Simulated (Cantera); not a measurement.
# Pyrogenic steam for wet oxidation

A perfectly stirred reactor is fed with H2 : O2 : N2 : H2O = 1.5 : 1 : 0.53 : 0.13 (molar parts), at 0.132 atm; it is held at 1223 K, and followed from long to short residence time.

Detailed kinetics in Cantera: GRI-Mech 3.0 (53 species, 325 reactions). The temperature is held fixed by assumption; the heat of reaction is taken as removed at once.

```json
[
 {"τ (s)": "6.6", "x H2": "0.000191", "x O2": "0.104", "x NO": "1.22e-7", "x H2O2": "6.35e-7", "x O": "2.58e-5", "x H2O": "0.676", "x HO2": "3.81e-6"},
 {"τ (s)": "2.1", "x H2": "0.000412", "x O2": "0.104", "x NO": "9.30e-8", "x H2O2": "1.06e-6", "x O": "5.72e-5", "x H2O": "0.675", "x HO2": "7.33e-6"},
 {"τ (s)": "0.69", "x H2": "0.000864", "x O2": "0.104", "x NO": "8.28e-8", "x H2O2": "1.68e-6", "x O": "0.000124", "x H2O": "0.675", "x HO2": "1.28e-5"},
 {"τ (s)": "0.22", "x H2": "0.00183", "x O2": "0.104", "x NO": "1.02e-7", "x H2O2": "2.57e-6", "x O": "0.000274", "x H2O": "0.673", "x HO2": "2.04e-5"},
 {"τ (s)": "0.071", "x H2": "0.00379", "x O2": "0.105", "x NO": "1.68e-7", "x H2O2": "3.67e-6", "x O": "0.000595", "x H2O": "0.669", "x HO2": "2.85e-5"},
 {"τ (s)": "0.023", "x H2": "0.00768", "x O2": "0.106", "x NO": "3.17e-7", "x H2O2": "4.83e-6", "x O": "0.00126", "x H2O": "0.662", "x HO2": "3.57e-5"},
 {"τ (s)": "0.0074", "x H2": "0.0152", "x O2": "0.109", "x NO": "6.03e-7", "x H2O2": "5.73e-6", "x O": "0.00264", "x H2O": "0.647", "x HO2": "4.12e-5"}
]
```
x: mole fraction; the columns are a selection and need not sum to one.
